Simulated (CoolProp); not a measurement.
Vapour-liquid equilibrium of ethane (1) + CHF3 (R23) (2) at 0.556 MPa; x and y are mole fractions of (1).

The numbers come from the multi-fluid Helmholtz-energy mixture model, Bücker 2006 and Penoncello 2003; pair parameters Bell 2016 in CoolProp.

| x | bubble temperature (K) | y at the bubble point | dew temperature at overall composition x (K) | liquid density (mol/L) |
|---|---|---|---|---|
| 0.05 | 220.8 | 0.233 | 225.6 | 18.63 |
| 0.125 | 215.8 | 0.401 | 223.7 | 18.51 |
| 0.2 | 213.7 | 0.472 | 221.7 | 18.26 |
| 0.275 | 212.8 | 0.504 | 219.6 | 17.97 |
| 0.35 | 212.5 | 0.519 | 217.4 | 17.69 |
| 0.425 | 212.4 | 0.528 | 215.1 | 17.45 |
| 0.5 | 212.3 | 0.534 | 212.9 | 17.25 |
| 0.575 | 212.3 | 0.542 | 212.7 | 17.09 |
| 0.65 | 212.4 | 0.555 | 214.3 | 16.97 |
| 0.725 | 212.7 | 0.577 | 216.2 | 16.87 |
| 0.8 | 213.5 | 0.616 | 218.2 | 16.79 |
| 0.875 | 215.3 | 0.688 | 220.2 | 16.69 |
| 0.95 | 219.0 | 0.828 | 222.1 | 16.53 |

y crosses x between x = 0.5 and 0.575: the model has an azeotrope there.

The pair parameters rest on a limited set of measurements; away from them the model extrapolates. With so large a gap from Raoult's law the liquid may split in two, which this calculation doesn't test in full.
